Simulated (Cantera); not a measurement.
An isothermal, constant-pressure homogeneous reactor starts with 17.4 % H2, 82.6 % O2, equivalence ratio 0.10, at 1375 K and 2670 Pa.

Detailed kinetics in Cantera: the H2/O2 subset of GRI-Mech 3.0, which has no nitrogen chemistry. Radical loss at walls, strong at low pressure, is not modelled. The temperature is held fixed by assumption; the heat of reaction is taken as removed at once.

One state of this run: x H2 = 0.00123; x O2 = 0.797; x HO2 = 7.57e-6; x OH = 0.00624; x O = 0.0109; x H2O2 = 2.95e-7; x H2O = 0.183. x: mole fraction; the columns are a selection and need not sum to one.

Q: Which value of t (s) does it belong to?
A. 0.00541
B. 0.0953
C. 29.6
D. 0.0141

A: D, 0.0141
